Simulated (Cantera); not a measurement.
## Premixed flame

A freely propagating, adiabatic, planar premixed flame of 11.8 % CH4, 19.6 % O2, 68.6 % N2, unburnt at 625 K and 190000 Pa; mixture-averaged transport, grid criteria slope 0.08 and curve 0.16, no radiation.

Model: GRI-Mech 3.0 (53 species, 325 reactions), integrated in Cantera. Burning velocities carry a grid error of a few per cent, more on coarse grids.

| z (mm) | T (K) | u (m/s) | x CH4 | x O2 | x CO2 | x C2H | x CH2O | x O |
|---|---|---|---|---|---|---|---|---|
| -0.551 | 625 | 1.22 | 0.117 | 0.196 | 1.43e-7 | <1e-8 | 1.17e-7 | <1e-8 |
| -0.367 | 627 | 1.23 | 0.117 | 0.195 | 3.37e-6 | <1e-8 | 2.52e-6 | <1e-8 |
| -0.275 | 638 | 1.25 | 0.115 | 0.194 | 2.66e-5 | <1e-8 | 1.81e-5 | <1e-8 |
| -0.184 | 714 | 1.42 | 0.109 | 0.187 | 0.000344 | <1e-8 | 0.000184 | 1.20e-7 |
| -0.0918 | 1148 | 2.32 | 0.0759 | 0.149 | 0.00438 | <1e-8 | 0.00116 | 1.51e-5 |
| -0.0459 | 1572 | 3.22 | 0.0415 | 0.103 | 0.0114 | 4.68e-8 | 0.00137 | 0.000124 |
| 0 | 1959 | 4.06 | 0.0108 | 0.0523 | 0.0229 | 1.31e-6 | 0.000755 | 0.000593 |
| 0.0459 | 2139 | 4.44 | 0.00111 | 0.0220 | 0.0354 | 1.63e-6 | 0.000181 | 0.00146 |
| 0.0918 | 2190 | 4.53 | 6.41e-5 | 0.0109 | 0.0453 | 2.28e-7 | 1.70e-5 | 0.00204 |
| 0.184 | 2230 | 4.59 | 2.06e-7 | 0.00582 | 0.0547 | <1e-8 | 6.99e-8 | 0.00200 |
| 0.367 | 2276 | 4.66 | <1e-8 | 0.00410 | 0.0586 | <1e-8 | <1e-8 | 0.00151 |
| 0.734 | 2327 | 4.75 | <1e-8 | 0.00273 | 0.0600 | <1e-8 | <1e-8 | 0.000962 |
| 1.47 | 2373 | 4.83 | <1e-8 | 0.00156 | 0.0611 | <1e-8 | <1e-8 | 0.000522 |
x: mole fraction of selected species; z is measured from the peak of heat release.

| Item | Result |
|---|---|
| laminar burning velocity | 122 cm/s |
| thermal thickness | 0.184 mm |
| peak x(C2H) | 2.14e-6 |
| peak x(CH2O) | 0.00141 |
| peak x(O) | 0.00212 |
| grid points | 155 |
